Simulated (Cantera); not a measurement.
A Cantera script and what it prints.

```python
import numpy as np
import cantera as ct

gas_names = """
    Fe FeO O O2 O3 S SO SO2 SO3 S2 S2O S8
""".split()
cond_names = """
    Fe(a) Fe(c) Fe(d) Fe(L) FeO(s) FeO(L) FeS(a) FeS(b) FeS(c) FeS(L) FeSO4(s) FeS2(s) Fe2O3(s)
    Fe2S3O12(s) Fe3O4(s) S(cr1) S(cr2) S(L)
""".split()


# ... load() reads the species with a 1 bar reference pressure and builds the phases ...
atoms = {
    'FeS2': {'Fe': 1, 'S': 2},
    'SO3': {'S': 1, 'O': 3},
    'O2': {'O': 2},
}
top_T = {'FeSO4(s)': 950, 'FeS2(s)': 1010, 'Fe2O3(s)': 1830, 'Fe2S3O12(s)': 1100, 'Fe3O4(s)': 1870}  # K; cautious upper limits of use, not melting points


# ... equilibrate(T, P, feed) seeds the gas with the atoms and calls Mixture.equilibrate('TP', solver="vcs", rtol=1e-11, max_steps=5000) ...
results = []
feed = {'FeS2': 1, 'SO3': 0.51, 'O2': 5.4}  # mol
T = 1425  # K
P = 13332.2  # Pa
mix = equilibrate(T, P, feed)
results.append((T, P, feed, dict(zip(mix.species_names, mix.species_moles))))
print(gas.report(threshold=1e-06))
for i in range(1, mix.n_phases):
    print(f"{mix.phase(i).name:16s} {mix.phase_moles(i):12.5e} mol")
```

Result:

```
       temperature   1425 K
          pressure   13332 Pa
           density   0.052909 kg/m^3
  mean mol. weight   47.019 kg/kmol
   phase of matter   gas

                          1 kg             1 kmol
                     ---------------   ---------------
          enthalpy       -1.9425e+06       -9.1332e+07  J
   internal energy       -2.1944e+06       -1.0318e+08  J
           entropy            6623.8        3.1145e+05  J/K
    Gibbs function       -1.1381e+07       -5.3514e+08  J
 heat capacity c_p             976.6             45919  J/K
 heat capacity c_v            799.77             37604  J/K

                      mass frac. Y      mole frac. X     chem. pot. / RT
                     ---------------   ---------------   ---------------
                 O        9.4578e-07        2.7795e-06           -15.129
                O2           0.36401           0.53488           -30.259
               SO2           0.62433           0.45827           -62.089
               SO3          0.011661         0.0068486           -77.218
     [   +8 minor]        1.7254e-07         1.688e-07

Fe(c)             0.00000e+00 mol
FeO(s)            0.00000e+00 mol
FeS(c)            0.00000e+00 mol
Fe2O3(s)          5.00000e-01 mol
Fe3O4(s)          0.00000e+00 mol
S(L)              0.00000e+00 mol
```

Equilibrium computed with Cantera from the NASA thermochemical tables; the gas is ideal and each condensed phase is pure.
